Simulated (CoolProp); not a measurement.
Vapour-liquid equilibrium of R1234ze(E) (1) + n-pentane (2) at 0.337 MPa; x and y are mole fractions of (1).

Model: multi-fluid Helmholtz-energy mixture model, Thol 2016 and Thol 2019; pair parameters Bell 2016, in CoolProp.

```
x     bubble temperature (K)  y at the bubble point  dew temperature at overall composition x (K)  liquid density (mol/L)
----  ----------------------  ---------------------  --------------------------------------------  ----------------------
0.05                   334.7                  0.341                                         347.7                   8.117
0.2                    309.4                  0.727                                         341.4                   8.662
0.35                   299.0                  0.831                                         334.3                   9.012
0.5                    294.2                  0.874                                         326.0                   9.305
0.65                   291.3                  0.901                                         315.8                   9.602
0.8                    288.9                  0.930                                         302.3                   9.947
0.95                   286.6                  0.976                                         287.7                   10.38
```

No azeotrope shows between x = 0.05 and 0.95.

Pair parameters are fitted to limited data, so mixtures are less certain than the pure fluids. With so large a gap from Raoult's law the liquid may split in two, which this calculation doesn't test in full.
